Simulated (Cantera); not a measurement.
Input: 1 mol Fe₂O₃, 2.5 mol CO, 0.24 mol H₂, at 1048 K and 1 atm.

These are equilibrium values from Cantera (NASA tables, ideal gas, pure condensed phases), not measurements of a reactor. Candidate condensed phases: C, C₆H₆, C₇H₈, C₈H₁₈, Fe, Fe(CO)₅, FeO, Fe(OH)₂, Fe(OH)₃, Fe₂O₃, Fe₃O₄, H₂O; 114 gas species. The tables' stoichiometric FeO is somewhat more stable than real wüstite, so its field is too wide. FeO: taken at fixed stoichiometry. Equilibrium is a limit: real reactors are often held back by kinetics, nucleation or transport.

Base state: CO 0.576, CO₂ 0.336, H₂ 0.0587, H₂O 0.0288, CH₄ 4.52e-5 (mole fractions); condensed: FeO(s).

Problem. What changes in the equilibrium state with this change: CO from 2.5 to 4 mol?

Solution. 
| species | before | after |
|---|---|---|
| CO | 0.576 | 0.719 |
| CO₂ | 0.336 | 0.224 |
| H₂ | 0.0587 | 0.0447 |
| H₂O | 0.0288 | 0.0118 |
| CH₄ | 4.52e-5 | 6.14e-5 |
| FeO(s), mol | 2.00 | 2.00 |

Problem. What changes in the equilibrium state with this change: CO from 2.5 to 15 mol?

Solution. 
```json
[
 {"species": "CO", "before": "0.576", "after": "0.795"},
 {"species": "CO₂", "before": "0.336", "after": "0.189"},
 {"species": "H₂", "before": "0.0587", "after": "0.0131"},
 {"species": "H₂O", "before": "0.0288", "after": "0.00263"},
 {"species": "CH₄", "before": "4.52e-5", "after": "7.65e-6"},
 {"species": "FeO(s), mol", "before": "2.00", "after": "0.0795"},
 {"species": "Fe(α), mol", "before": "0", "after": "1.92"}
]
```
Mutual solubility and eutectic melting of coexisting phases are not modelled.
